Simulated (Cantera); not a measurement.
A Cantera script and its output.

```python
import numpy as np
import cantera as ct

surf = ct.Interface("diamond.yaml", "diamond_100")
gas, bulk = surf.adjacent["gas"], surf.adjacent["diamond"]
k = surf.kinetics_species_index(bulk.species_names[0])
cover = ["c6HH", "c6H*", "c6*H", "c6**", "c6HM", "c6B"]

rows, drift = [], 0.0
print(f"{'T':>10s}{'um/h':>11s}" + "".join(f"{s:>11s}" for s in cover))
for v in [925, 975, 1025, 1075, 1125, 1175, 1225, 1275, 1325, 1375]:
    T, P, xH, xCH3 = v, 9500, 0.046, 0.0017
    gas.TPX = T, P, {"H": xH, "CH3": xCH3, "CH4": 0.0072, "H2": 1 - xH - xCH3 - 0.0072}
    surf.TP = bulk.TP = T, P
    surf.coverages = "c6H*:0.1, c6HH:0.9"
    surf.advance_coverages(100.0)
    before = surf.coverages
    surf.advance_coverages(100.0)
    drift = max(drift, np.max(np.abs(surf.coverages - before) / (surf.coverages + 1e-9)))
    rate = surf.net_production_rates[k] * bulk.mean_molecular_weight / bulk.density * 3.6e9
    rows.append([rate, *surf[cover].coverages])
    print(f"{v:10.4g}{rate:11.4e}" + "".join(f"{x:11.3e}" for x in rows[-1][1:]))
```

Output:

```
         T       um/h       c6HH       c6H*       c6*H       c6**       c6HM        c6B
       925 5.6837e+01  6.447e-01  1.261e-02  3.030e-01  5.334e-03  2.698e-02  1.542e-07
       975 7.4239e+01  6.018e-01  1.655e-02  3.445e-01  7.982e-03  2.181e-02  2.015e-07
      1025 9.3503e+01  5.600e-01  2.096e-02  3.826e-01  1.142e-02  1.778e-02  2.537e-07
      1075 1.1384e+02  5.201e-01  2.576e-02  4.169e-01  1.574e-02  1.455e-02  3.089e-07
      1125 1.3352e+02  4.826e-01  3.085e-02  4.470e-01  2.097e-02  1.185e-02  3.623e-07
      1175 1.4900e+02  4.480e-01  3.616e-02  4.731e-01  2.717e-02  9.432e-03  4.043e-07
      1225 1.5436e+02  4.162e-01  4.161e-02  4.954e-01  3.434e-02  7.095e-03  4.189e-07
      1275 1.4444e+02  3.871e-01  4.712e-02  5.142e-01  4.248e-02  4.829e-03  3.920e-07
      1325 1.2214e+02  3.605e-01  5.260e-02  5.295e-01  5.153e-02  2.886e-03  3.314e-07
      1375 9.8748e+01  3.359e-01  5.795e-02  5.411e-01  6.138e-02  1.530e-03  2.680e-07
```

Cantera simulation using the Harris–Goodwin 1993 mechanism for the reconstructed diamond (100) surface; the numbers are that mechanism's predictions, not measurements.
